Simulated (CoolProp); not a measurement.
Saturated liquid density (kg/m³) of n-perfluorobutane: the reference equation beside estimates from Tc = 113.2 °C, pc = 23.22 bar, ω = 0.372. Rackett uses Z = 0.29056 − 0.08775 ω.

Computed with CoolProp (reference Helmholtz-energy equation of state, Gao 2022).

```csv
T (°C),reference,Rackett,van der Waals,Redlich-Kwong,Soave-Redlich-Kwong,Peng-Robinson
-9.25,1622,1771,996.5,1449,1534,1735
-1.85,1595,1740,980.4,1421,1507,1706
5.55,1569,1709,963.6,1391,1479,1675
12.95,1542,1677,946.1,1360,1449,1642
20.35,1514,1644,928.0,1327,1417,1607
27.75,1485,1609,909.0,1293,1384,1569
35.15,1455,1574,889.1,1257,1348,1529
42.65,1423,1536,867.8,1219,1309,1485
50.05,1390,1496,845.7,1179,1267,1439
57.45,1354,1455,822.1,1136,1223,1388
64.85,1316,1410,796.8,1091,1174,1333
72.25,1274,1362,769.5,1042,1121,1271
79.65,1228,1309,739.6,988.7,1063,1203
87.05,1174,1250,706.1,929.5,996.2,1126
```

Absolute difference from the reference over all 14 rows, mean and median: Rackett 7.9 and 8.1 %, van der Waals 39.1 and 39.0 %, Redlich-Kwong 14.6 and 14.0 %, Soave-Redlich-Kwong 8.7 and 7.7 %, Peng-Robinson 4.4 and 4.7 %.
